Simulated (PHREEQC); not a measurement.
Solution (67 °C): 0.0097 mol CuCl2, 0.0015 mol HCl and 0.19 mol NaCl per kg of water. It is in equilibrium with CO2 at log p = 0 (atm). Otherwise closed; pH follows from the charge balance.

Model: ion-association model, phreeqc.dat, run in PHREEQC.

Precipitation was switched off in this run.

Estimate the pH.

pH 2.93.

In which forms is Cl present?

Cl- 97 %, CuCl+ 2.2 % of the Cl.

Away from 25 °C the constants follow the database's enthalpies or fits; those with neither stay at their 25 °C values.
